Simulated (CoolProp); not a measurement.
Properties of sulfur hexafluoride along the isotherm 252.8 K.

Computed with CoolProp (reference Helmholtz-energy equation of state, Guder 2009).

| p (MPa) | phase | density (kg/m³) | Joule-Thomson coefficient (K/MPa) |
|---|---|---|---|
| 1.34 | liquid | (withheld) | -0.07323 |
| 2.01 | liquid | 1701 | (withheld) |
| 2.68 | liquid | 1707 | -0.1016 |
| 3.35 | liquid | 1712 | (withheld) |
| 4.02 | liquid | 1717 | -0.1260 |
| 4.69 | liquid | 1722 | -0.1371 |
| 5.36 | liquid | 1727 | (withheld) |
| 6.03 | liquid | (withheld) | -0.1572 |
| 6.71 | liquid | 1737 | -0.1665 |
| 7.38 | liquid | 1742 | (withheld) |
| 8.05 | liquid | 1746 | -0.1834 |
| 8.72 | liquid | (withheld) | (withheld) |
| 9.39 | liquid | 1755 | -0.1985 |

**Question.** What belongs in the gaps?

**Answer.** 
- 1.34, density (kg/m³): 1695
- 2.01, Joule-Thomson coefficient (K/MPa): -0.08794
- 3.35, Joule-Thomson coefficient (K/MPa): -0.1142
- 5.36, Joule-Thomson coefficient (K/MPa): -0.1475
- 6.03, density (kg/m³): 1732
- 7.38, Joule-Thomson coefficient (K/MPa): -0.1752
- 8.72, density (kg/m³): 1750
- 8.72, Joule-Thomson coefficient (K/MPa): -0.1911
